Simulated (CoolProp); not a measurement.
Values from CoolProp's reference Helmholtz-energy equation of state, Thol 2016.

**Question.** For R1234ze(E), give the phase and the density (kg/m³), fugacity coefficient at 226.9 K and 9.38 MPa.

**Answer.** 
- 226.9 K and 9.38 MPa: liquid; density 1380, fugacity coefficient 0.00412
